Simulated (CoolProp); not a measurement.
Properties of cyclopentane along the isotherm 276.85 °C (Tc = 238.6 °C, pc = 45.83 bar, ω = 0.202).

Model: reference Helmholtz-energy equation of state, Gedanitz 2015, in CoolProp.

```csv
p (bar),phase,density (kg/m³),cv (kJ/(kg K)),speed of sound (m/s),Joule-Thomson coefficient (K/MPa),expansivity (1/kK),conductivity (mW/(m K))
6.87,gas,11.01,2.252,252.1,5.910,2.102,44.4
13.7,gas,23.02,2.262,241.7,6.255,2.457,46.2
20.6,gas,36.50,2.274,230.5,6.662,2.924,48.0
27.5,gas,51.75,2.288,218.6,7.145,3.554,50.0
34.4,gas,69.36,2.304,205.7,7.723,4.444,52.2
41.2,gas,90.01,2.321,192.1,8.400,5.759,54.7
48.1,supercritical,116.0,2.343,177.4,9.169,7.908,57.8
55,supercritical,150.3,2.368,163.2,9.796,11.56,61.6
61.9,supercritical,197.2,2.394,153.3,9.589,17.02,65.9
68.7,supercritical,255.7,2.410,153.3,8.061,20.85,69.0
```

Thermal conductivity comes from a separate model (Vassiliou 2015).
